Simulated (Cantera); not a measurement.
What does this Cantera script print?

```python
import numpy as np
import cantera as ct

gas_names = [...]  # 118 gases of nasa_gas.yaml made of C, Cl, F, H
cond_names = """
    C(gr) C6H6(L) C7H8(L) C8H18(L),n-octa
""".split()


# ... load() reads the species with a 1 bar reference pressure and builds the phases ...
atoms = {
    'CHF3': {'C': 1, 'H': 1, 'F': 3},
    'HCl': {'H': 1, 'CL': 1},
}
top_T = {'C(gr)': 4500}  # K; cautious upper limits of use, not melting points


# ... equilibrate(T, P, feed) seeds the gas with the atoms and calls Mixture.equilibrate('TP', solver="vcs", rtol=1e-11, max_steps=5000) ...
results = []
feed = {'CHF3': 1, 'HCl': 0.016}  # mol
P = 133.322  # Pa
for T in [2350, 2425, 2500, 2575, 2650, 2725, 2800, 2875, 2950]:
    mix = equilibrate(T, P, feed)
    results.append((T, P, feed, dict(zip(mix.species_names, mix.species_moles))))

top = {s: max(r[3][s] / sum(r[3][g] for g in gas_names) for r in results) for s in gas_names}
cols = sorted((s for s in top if top[s] > 0.001), key=lambda s: -top[s])[:8]
seen = [c for c in cond_names if any(r[3].get(c, 0) > 1e-12 for r in results)]
print("log10 of partial pressures in bar; condensed amounts in mol")
print(f"{'T/K':>10s}" + "".join(f"{s[:9]:>10s}" for s in cols + seen))
for T, P, feed, n in results:
    ng = sum(n[g] for g in gas_names)
    print(f"{T:10.4g}" + "".join(f"{np.log10(max(n[s] / ng * P / 1e5, 1e-99)):10.3f}" for s in cols)
          + "".join(f"{n.get(c, 0):10.4g}" for c in seen))
```

Result:

```
log10 of partial pressures in bar; condensed amounts in mol
       T/K         F        HF       CF2        C3        CF         H         C        C2     C(gr)
      2350    -3.182    -3.300    -3.823    -7.384    -4.882    -6.787    -7.732    -8.432    0.6645
      2425    -3.142    -3.316    -3.993    -6.827    -4.732    -6.436    -7.240    -7.868    0.7453
      2500    -3.118    -3.328    -4.179    -6.304    -4.604    -6.089    -6.779    -7.339    0.7993
      2575    -3.104    -3.337    -4.374    -5.812    -4.493    -5.752    -6.344    -6.841    0.8242
      2650    -3.098    -3.346    -4.571    -5.349    -4.396    -5.426    -5.934    -6.372    0.8153
      2725    -3.098    -3.358    -4.770    -4.913    -4.310    -5.115    -5.547    -5.930    0.7536
      2800    -3.106    -3.378    -4.974    -4.501    -4.237    -4.823    -5.181    -5.511    0.5832
      2875    -3.127    -3.421    -5.195    -4.111    -4.182    -4.555    -4.834    -5.115    0.1517
      2950    -3.128    -3.464    -5.469    -4.049    -4.213    -4.323    -4.608    -4.944         0
```

These are equilibrium values from Cantera (NASA tables, ideal gas, pure condensed phases), not measurements of a reactor. Gases not in the tables: C2F6 and larger saturated fluorocarbons.
